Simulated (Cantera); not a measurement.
Source: NASA polynomial tables (part measured, part estimated), evaluated in Cantera. Values are per mole of reaction as written; species without (g) are pure solids or liquids, kept so even where they would boil at 1 bar.

Between 300 and 898 K, where is each reaction favourable under standard conditions?
- SF₄(g) + 2 MgS → 3 S + 2 MgF₂


- SF₄(g) + 2 MgS → 3 S + 2 MgF₂: ΔG° is -737 kJ at 300 K and -651 kJ at 898 K; it stays negative (K > 1). ΔH° is -756 kJ and ΔS° -116 J/K at 898 K.
